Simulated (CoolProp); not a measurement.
Vapour-liquid equilibrium of R114 (1) + n-heptane (2) at 0.312 MPa; x and y are mole fractions of (1).

Model: multi-fluid Helmholtz-energy mixture model, Platzer 1990 and Span 2003; pair parameters Bell 2016, in CoolProp. This equation is an older, rougher fit; its heat capacities, sound speeds and derivatives of the liquid may be far off and weren't checked against measurements.

```tsv
x	bubble temperature, mixture model (°C)	bubble temperature, Raoult's law (°C)	y, mixture model	y, Raoult's law
0.05	123.4	125.0	0.363	0.365
0.125	101.0	106.3	0.665	0.644
0.2	85.2	92.6	0.804	0.782
0.275	74.1	82.0	0.873	0.858
0.35	66.3	73.7	0.910	0.904
0.425	60.4	66.8	0.933	0.933
0.5	55.9	61.0	0.949	0.953
0.575	52.2	56.1	0.960	0.967
0.65	49.2	51.8	0.968	0.977
0.725	46.4	48.0	0.976	0.985
0.8	43.9	44.7	0.982	0.990
0.875	41.4	41.6	0.989	0.995
0.95	38.9	38.9	0.995	0.998
```

The largest gap from Raoult's law is -7.9 K in bubble temperature, at x = 0.275. No azeotrope shows between x = 0.05 and 0.95.

Pair parameters are fitted to limited data, so mixtures are less certain than the pure fluids.
